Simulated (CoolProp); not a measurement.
A simple Rankine cycle with isohexane: condensing at 311.15 K, boiler at 0.609 MPa, turbine inlet 405.2 K, turbine efficiency 0.75, pump efficiency 0.6, no recuperator. Each further row changes one setting.

Values from CoolProp's reference Helmholtz-energy equation of state, Lemmon 2006. It is a short technical equation, of lower accuracy than the large ones.

```tsv
case	thermal efficiency (%)	net work (kJ/kg)	heat in (kJ/kg)	turbine exit temperature (K)	volume ratio over the turbine
as stated	12.8	63.8	500	363.5	13.7
turbine inlet 425.2 K	12.5	68.3	547	384.6	13.3
condensing temperature 303.15 K	13.8	71.5	518	359.3	18.5
boiler pressure 0.426 MPa	11.2	57.0	508	371.0	9.16
turbine efficiency 0.65	11.0	55.1	500	367.9	13.8
```
